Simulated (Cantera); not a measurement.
An isothermal, constant-pressure homogeneous reactor starts with CH4 : H2 = 1 : 12 (molar parts), at 1648 K and 0.00730 bar.

Model: GRI-Mech 3.0 (53 species, 325 reactions), integrated in Cantera. GRI-Mech 3.0 stops at C3 and has no aromatics, soot or wall deposition, so with more carbon than oxygen in the feed, carbon stays in small species such as C2H2 where larger ones or solid carbon would form. Radical loss at walls, strong at low pressure, is not modelled.

Task: Predict: x(CH4) at 5.00 s; x(H2) at 5.00 s; x(C2H4) at 5.00 s; x(CH2) at 5.00 s; x(CH3) at 5.00 s; x(C2H6) at 5.00 s.

Result: 
| Quantity | Result |
|---|---|
| x(CH4) at 5.00 s | 0.0128 (gas-phase equilibrium 0.000258) |
| x(H2) at 5.00 s | 0.956 (gas-phase equilibrium 0.963) |
| x(C2H4) at 5.00 s | 3.12e-5 (gas-phase equilibrium 1.83e-5) |
| x(CH2) at 5.00 s | 1.93e-7 (gas-phase equilibrium 5.88e-9) |
| x(CH3) at 5.00 s | 0.000235 (gas-phase equilibrium 5.61e-6) |
| x(C2H6) at 5.00 s | 4.70e-7 (gas-phase equilibrium 3.99e-10) |
